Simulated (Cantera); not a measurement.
Cantera run, input and output.

```python
import numpy as np
import cantera as ct

gas = ct.Solution("gri30.yaml")
gas.TPX = 648, 500000, {'CH4': 1, 'O2': 1.43, 'N2': 5.37}
inlet = ct.Reservoir(gas, clone=True)
gas.equilibrate("HP")  # start burning
reactor = ct.IdealGasConstPressureReactor(gas, energy="on", clone=False)
exhaust = ct.Reservoir(gas, clone=True)
tau = [0.19, 0.09, 0.042, 0.02, 0.0094, 0.0044, 0.0021, 0.00098, 0.00046, 0.00022, 0.0001, 4.8e-05, 2.3e-05][0]
for a, b in ((inlet, reactor), (reactor, exhaust)):
    ct.MassFlowController(a, b, mdot=lambda t: reactor.mass / tau)
net = ct.ReactorNet([reactor])
show = ['CH4', 'O2', 'CO2', 'HO2', 'C2H2', 'CH2']

rows = []
print(f"{'tau/s':>10s}{'T/K':>9s}" + "".join(f"{s:>11s}" for s in show))
for tau in [0.19, 0.09, 0.042, 0.02, 0.0094, 0.0044, 0.0021, 0.00098, 0.00046, 0.00022, 0.0001, 4.8e-05, 2.3e-05]:
    net.initial_time = 0.0
    net.advance(30 * tau)
    before = gas.X
    net.advance(40 * tau)
    drift = np.max(np.abs(gas.X - before) / (gas.X + 1e-9))
    rows.append([gas.T, *gas[show].X, drift])
    print(f"{tau:10.3e}{gas.T:9.1f}" + "".join(f"{x:11.3e}" for x in gas[show].X))
```

Result:

```
     tau/s      T/K        CH4         O2        CO2        HO2       C2H2        CH2
 1.900e-01   2232.2  2.542e-05  1.626e-05  4.283e-02  7.766e-09  2.196e-07  1.003e-07
 9.000e-02   2231.5  4.763e-05  2.874e-05  4.283e-02  1.204e-08  7.727e-07  2.058e-07
 4.200e-02   2230.6  8.761e-05  5.352e-05  4.283e-02  2.072e-08  2.632e-06  4.238e-07
 2.000e-02   2229.5  1.551e-04  1.003e-04  4.283e-02  3.759e-08  8.255e-06  8.469e-07
 9.400e-03   2228.1  2.721e-04  1.926e-04  4.282e-02  7.234e-08  2.498e-05  1.688e-06
 4.400e-03   2226.0  4.650e-04  3.730e-04  4.280e-02  1.446e-07  6.969e-05  3.300e-06
 2.100e-03   2222.4  7.506e-04  7.070e-04  4.270e-02  2.911e-07  1.665e-04  6.136e-06
 9.800e-04   2215.5  1.168e-03  1.351e-03  4.242e-02  6.127e-07  3.472e-04  1.112e-05
 4.600e-04   2202.5  1.754e-03  2.549e-03  4.170e-02  1.326e-06  6.188e-04  1.902e-05
 2.200e-04   2177.8  2.664e-03  4.829e-03  4.012e-02  2.999e-06  9.836e-04  3.004e-05
 1.000e-04   2114.6  4.965e-03  1.093e-02  3.595e-02  8.816e-06  1.581e-03  4.198e-05
 4.800e-05    648.0  1.282e-01  1.833e-01  1.445e-16  7.981e-16  8.317e-18  2.536e-36
 2.300e-05    648.0  1.282e-01  1.833e-01  1.070e-19  3.826e-16  6.158e-21  1.322e-35
```

Model: GRI-Mech 3.0 (53 species, 325 reactions), integrated in Cantera.
